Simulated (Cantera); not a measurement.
An adiabatic, constant-volume homogeneous reactor starts with CH₄ : C₂H₆ : O₂ : N₂ = 1 : 0.051 : 1.28 : 12.8 (molar parts), at 1023 K and 100000 Pa.

Model: GRI-Mech 3.0 (53 species, 325 reactions), integrated in Cantera.

Task: Predict: time of steepest temperature rise; temperature at 3.00 s; equilibrium temperature; x(O₂) at 3.00 s; x(H₂O) at 3.00 s; x(OH) at 3.00 s.

Result: 
```
Property                                                             Value
---------------------------------  ---------------------------------------
time of steepest temperature rise                                  0.363 s
temperature at 3.00 s                                               1944 K
equilibrium temperature                                             1944 K
x(O₂) at 3.00 s                    2.86e-8 (gas-phase equilibrium 2.86e-8)
x(H₂O) at 3.00 s                     0.0752 (gas-phase equilibrium 0.0752)
x(OH) at 3.00 s                    2.16e-5 (gas-phase equilibrium 2.16e-5)
```
